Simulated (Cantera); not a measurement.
# CH2F2 + F2 (fluorocarbon and chlorocarbon gases)

A closed system holds: 1 mol CH2F2, 1.1 mol F2, held at 1.33 mbar.

Method: chemical equilibrium by Gibbs-energy minimisation in Cantera with the NASA 1993 tables (ideal gas, pure condensed phases). Candidate condensed phases: C, C6H6, C7H8, C8H18; 95 gas species. Gases not in the tables: C2F6 and larger saturated fluorocarbons. Rates play no part.

```json
[
 {"T (°C)": "1577", "x HF": "0.757", "x F": "0.0226", "x CF4": "0.184", "x CF2": "0.0341", "x CF3": "0.00143", "x CF": "4.70e-5", "n C(graphite)": "0.419"},
 {"T (°C)": "1627", "x HF": "0.741", "x F": "0.0379", "x CF4": "0.167", "x CF2": "0.0521", "x CF3": "0.00195", "x CF": "0.000105", "n C(graphite)": "0.404"},
 {"T (°C)": "1677", "x HF": "0.718", "x F": "0.0610", "x CF4": "0.143", "x CF2": "0.0754", "x CF3": "0.00249", "x CF": "0.000220", "n C(graphite)": "0.385"},
 {"T (°C)": "1727", "x HF": "0.688", "x F": "0.0937", "x CF4": "0.112", "x CF2": "0.102", "x CF3": "0.00295", "x CF": "0.000435", "n C(graphite)": "0.366"},
 {"T (°C)": "1777", "x HF": "0.653", "x F": "0.137", "x CF4": "0.0787", "x CF2": "0.128", "x CF3": "0.00314", "x CF": "0.000806", "n C(graphite)": "0.354"},
 {"T (°C)": "1827", "x HF": "0.616", "x F": "0.187", "x CF4": "0.0472", "x CF2": "0.146", "x CF3": "0.00293", "x CF": "0.00139", "n C(graphite)": "0.359"},
 {"T (°C)": "1877", "x HF": "0.583", "x F": "0.240", "x CF4": "0.0236", "x CF2": "0.149", "x CF3": "0.00235", "x CF": "0.00221", "n C(graphite)": "0.393"}
]
```
x: gas mole fraction; n: condensed amount in mol.

From 1577 °C to 1877 °C the condensed part is C(graphite). The main C-bearing gas is CF4 at 1577 °C and CF2 at 1877 °C. The share of C in condensed phases is highest at 1577 °C (41.9 %) and lowest at 1777 °C (35.4 %).
